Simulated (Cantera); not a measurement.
Feed: 1 mol SiH2Cl2, a varied amount of C2H4, 1400 mol H2, equilibrated at 1400 °C and 0.210 bar.

Cantera equilibrium calculation (NASA polynomials, part measured and part estimated; ideal gas, pure solids and liquids). Candidate condensed phases: C, C6H6, C7H8, C8H18, Si, SiC; 109 gas species. Mutual solubility and eutectic melting of coexisting phases are not modelled. Gases not in the tables: Si2H6 and higher silanes. Rates play no part.

x: gas mole fraction; n: condensed amount in mol.

| n(C2H4) (mol) | x H2 | x HCl | x CH4 | x H | x C2H2 (acetylene) | x SiH2 | n Si(s) | n SiC(s) | n C(graphite) |
|---|---|---|---|---|---|---|---|---|---|
| 0.01 | 0.998 | 0.00141 | 3.39e-6 | 0.000249 | 1.02e-8 | 1.10e-5 | 0.953 | 0.0152 | 0 |
| 0.018 | 0.998 | 0.00141 | 3.39e-6 | 0.000249 | 1.02e-8 | 1.10e-5 | 0.937 | 0.0312 | 0 |
| 0.031 | 0.998 | 0.00141 | 3.39e-6 | 0.000249 | 1.02e-8 | 1.10e-5 | 0.911 | (withheld) | 0 |
| 0.056 | 0.998 | 0.00141 | 3.39e-6 | 0.000249 | 1.02e-8 | 1.10e-5 | 0.861 | 0.107 | 0 |
| 0.099 | 0.998 | 0.00141 | 3.39e-6 | 0.000249 | 1.02e-8 | 1.10e-5 | 0.775 | 0.193 | 0 |
| 0.17 | 0.998 | 0.00141 | 3.39e-6 | 0.000249 | 1.02e-8 | 1.10e-5 | 0.633 | 0.335 | 0 |
| 0.31 | 0.998 | 0.00141 | 3.39e-6 | 0.000249 | 1.02e-8 | 1.10e-5 | 0.353 | 0.615 | 0 |
| 0.55 | 0.998 | 0.00142 | (withheld) | 0.000249 | (withheld) | (withheld) | 0 | 0.998 | 0 |
| 0.98 | 0.998 | 0.00142 | 0.000254 | 0.000249 | 5.69e-5 | 1.47e-7 | 0 | 1.000 | 0.440 |

### Question
What belongs in the gaps?

### Answer

- 0.031, n SiC(s): 0.0572
- 0.55, x CH4: 6.46e-5
- 0.55, x C2H2 (acetylene): 3.69e-6
- 0.55, x SiH2: 5.78e-7
